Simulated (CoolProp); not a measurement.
The numbers come from the reference Helmholtz-energy equation of state, Leachman 2009 in CoolProp.

Question: Give the vapour pressure (bar), liquid density (kg/m³), liquid cp (kJ/(kg K)), liquid viscosity (µPa s) of saturated normal hydrogen at -245.45, -242.25, -241.35 °C.

Answer: 
| T (°C) | p (bar) | liquid density (kg/m³) | liquid cp (kJ/(kg K)) | liquid viscosity (µPa s) |
|---|---|---|---|---|
| -245.45 | 5.44 | 60.0 | 17.3 | 7.73 |
| -242.25 | 9.27 | 51.7 | 32.6 | 5.82 |
| -241.35 | 10.6 | 48.1 | 49.7 | 5.19 |

Viscosity comes from a separate model (Muzny 2013).
